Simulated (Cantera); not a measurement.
**SiCl4 + Cl2 + H2 (chlorosilane synthesis and conversion)**

A closed system holds: 1 mol SiCl4, 1.4 mol Cl2, 2.4 mol H2, equilibrated at 1102 °C and 11.0 bar.

Cantera equilibrium calculation (NASA polynomials, part measured and part estimated; ideal gas, pure solids and liquids). Candidate condensed phases: Si; 19 gas species. The tables' values for SiCl3 are old estimates; treat these amounts as uncertain. Rates play no part.

| Quantity | Value |
|---|---|
| x(HCl) | 0.589 |
| x(H2) | 0.203 |
| x(SiCl4) | 0.202 |
| x(SiHCl3) | 0.00443 |
| x(SiCl3) | 0.00169 |
| x(SiCl2) | 6.46e-5 |
| x(SiH2Cl2) | 1.44e-5 |
| x(Cl) | 1.12e-6 |
| gas amount | 4.804 mol |
| log10 activity of Si(s) (absent) | -4.88 |
